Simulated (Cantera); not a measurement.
A freely propagating, adiabatic, planar premixed flame of H₂ : O₂ : N₂ = 1 : 0.357 : 1.5 (molar parts), unburnt at 675 K and 72000 Pa; mixture-averaged transport, grid criteria slope 0.08 and curve 0.16, no radiation.

Model: the H2/O2 subset of GRI-Mech 3.0, which has no nitrogen chemistry, integrated in Cantera. Burning velocities carry a grid error of a few per cent, more on coarse grids.

How do the results move with these cheaper or finer settings: unity-Lewis-number transport; multicomponent transport; multicomponent+Soret transport; grid criteria slope 0.5, curve 1; grid criteria slope 0.25, curve 0.5; grid criteria slope 0.03, curve 0.06?


```json
[
 {"setting": "as above", "laminar burning velocity": "971 cm/s", "thermal thickness": "0.760 mm", "peak x(H₂O₂)": "3.57e-6", "peak x(H)": "0.0913", "grid points": "143"},
 {"setting": "unity-Lewis-number transport", "laminar burning velocity": "617 cm/s", "thermal thickness": "0.607 mm", "peak x(H₂O₂)": "2.20e-6", "peak x(H)": "0.0942", "grid points": "132"},
 {"setting": "multicomponent transport", "laminar burning velocity": "949 cm/s", "thermal thickness": "0.756 mm", "peak x(H₂O₂)": "3.58e-6", "peak x(H)": "0.0911", "grid points": "144"},
 {"setting": "multicomponent+Soret transport", "laminar burning velocity": "914 cm/s", "thermal thickness": "0.746 mm", "peak x(H₂O₂)": "3.71e-6", "peak x(H)": "0.0897", "grid points": "144"},
 {"setting": "grid criteria slope 0.5, curve 1", "laminar burning velocity": "1260 cm/s", "thermal thickness": "1.18 mm", "peak x(H₂O₂)": "2.54e-6", "peak x(H)": "0.0911", "grid points": "50"},
 {"setting": "grid criteria slope 0.25, curve 0.5", "laminar burning velocity": "1100 cm/s", "thermal thickness": "0.917 mm", "peak x(H₂O₂)": "3.09e-6", "peak x(H)": "0.0925", "grid points": "73"},
 {"setting": "grid criteria slope 0.03, curve 0.06", "laminar burning velocity": "949 cm/s", "thermal thickness": "0.731 mm", "peak x(H₂O₂)": "3.65e-6", "peak x(H)": "0.0911", "grid points": "298"}
]
```
Unity Lewis numbers drop preferential diffusion, which matters most where H2 and H carry the flame; Soret adds thermal diffusion.
